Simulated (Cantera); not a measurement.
An isothermal, constant-pressure homogeneous reactor starts with CH4 : H2O = 0.16 : 3.1 (molar parts), at 2100 K and 2330 Torr.

Model: GRI-Mech 3.0 (53 species, 325 reactions), integrated in Cantera.

One state of this run: x CH4 = 2.30e-11; x H2O = 0.798; x CH2 = <1e-12; x CO2 = 0.0227; x CH2CO = <1e-12; x CH2O = 4.31e-9. x: mole fraction; the columns are a selection and need not sum to one.

Task: Which value of t (s) does it belong to?
(A) 2.00e-6
(B) 4.31e-5
(C) 0.0928
(D) 0.000928

Result: C, 0.0928
